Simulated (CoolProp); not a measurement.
CHF3 (R23) along the isobar 254 bar: Z from the reference equation and from simpler models built on Tc = 26.1 °C, pc = 48.32 bar, ω = 0.263; each cubic takes its own stable root.

Computed with CoolProp (reference Helmholtz-energy equation of state, Penoncello 2003).

| T (°C) | phase | reference |
|---|---|---|
| -96.75 | liquid | 0.7840 |
| -63.65 | liquid | 0.7084 |
| -30.45 | liquid | 0.6623 |
| 2.75 | liquid | 0.6397 |
| 35.95 | supercritical | 0.6391 |
| 69.15 | supercritical | 0.6617 |
| 102.35 | supercritical | 0.7074 |
| 135.45 | supercritical | 0.7690 |
| 168.65 | supercritical | 0.8322 |
| 201.85 | supercritical | 0.8869 |

### Question
How far does each simpler model (Redlich-Kwong, Peng-Robinson) lie from the reference over these 10 states: mean and median of the absolute difference, and the worst?

### Answer
- Redlich-Kwong: mean 11.3 %, median 13.8 %, worst +18.8 % at -96.75 °C and 254 bar
- Peng-Robinson: mean 4.9 %, median 4.9 %, worst +7.4 % at 102.35 °C and 254 bar
